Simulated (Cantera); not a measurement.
Standard-state values (1 bar) from the NASA 1993 polynomials, evaluated with Cantera. Values are per mole of reaction as written; species without (g) are pure solids or liquids, kept so even where they would boil at 1 bar.

Q: Between 300 and 873 K, where is each reaction favourable under standard conditions?
- 4 S + Fe2O3 ⇌ O3(g) + 2 FeS2

A: 
- 4 S + Fe2O3 ⇌ O3(g) + 2 FeS2: ΔG° is 585 kJ at 300 K and 547 kJ at 873 K; it stays positive (K < 1). ΔH° is 572 kJ and ΔS° 29 J/K at 873 K.
